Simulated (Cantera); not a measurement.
# Thermodynamics of silicon carbide growth, feed CH3SiCl3 + H2

Feed: 1 mol CH3SiCl3, 90 mol H2, held at 1.10 mbar.

Method: chemical equilibrium by Gibbs-energy minimisation in Cantera with the NASA 1993 tables (ideal gas, pure condensed phases). Candidate condensed phases: C, C6H6, C7H8, C8H18, Si, SiC; 109 gas species. The feed counts by its element totals alone. The tables' values for SiCl are old estimates; treat these amounts as uncertain. Equilibrium is a limit: real reactors are often held back by kinetics, nucleation or transport.

```csv
T (K),x H2,x H,x HCl,x Cl,x Si,x C2H2 (acetylene),x SiC2,x C3,n C(graphite),n SiC(s)
1348,0.968,6.86e-5,0.0322,1.91e-6,6.44e-10,1.16e-6,<1e-12,<1e-12,0.000288,0.999
1448,0.967,0.000273,0.0322,7.41e-6,1.57e-8,4.60e-6,1.73e-11,<1e-12,0.000647,0.998
1548,0.967,0.000913,0.0322,2.42e-5,2.55e-7,1.49e-5,6.50e-10,<1e-12,0,0.997
1648,0.965,0.00264,0.0320,6.87e-5,3.48e-6,2.98e-5,1.32e-8,<1e-12,0,0.994
1748,0.961,0.00675,0.0318,0.000172,3.28e-5,6.26e-5,2.02e-7,8.87e-12,0,0.988
1848,0.952,0.0156,0.0314,0.000391,0.000206,0.000168,2.69e-6,2.46e-10,0,0.968
1948,0.934,0.0329,0.0306,0.000809,0.000950,0.000503,3.07e-5,6.76e-9,0.0107,0.886
2048,0.899,0.0640,0.0291,0.00154,0.00448,0.000943,0.000231,7.99e-8,0.276,0.482
2148,0.843,0.115,0.0271,0.00271,0.00859,0.00162,0.000674,7.46e-7,0.521,0
2248,0.765,0.194,0.0242,0.00444,0.00828,0.00254,0.000951,5.68e-6,0.255,0
2348,0.659,0.302,0.0203,0.00666,0.00770,0.00322,0.00112,3.06e-5,0,0
2448,0.528,0.436,0.0156,0.00916,0.00719,0.00280,0.000981,9.50e-5,0,0
2548,0.387,0.580,0.0109,0.0115,0.00661,0.00214,0.000821,0.000254,0,0
```
x: gas mole fraction; n: condensed amount in mol.

From 1348 K to 1448 K the condensed part is C(graphite) + SiC(s). From 1548 K to 1848 K the condensed part is SiC(s). From 1948 K to 2048 K the condensed part is C(graphite) + SiC(s). From 2148 K to 2248 K the condensed part is C(graphite). From 2348 K to 2548 K nothing is condensed. The main Si-bearing gas is SiCl2 at 1348 K and Si at 2548 K.
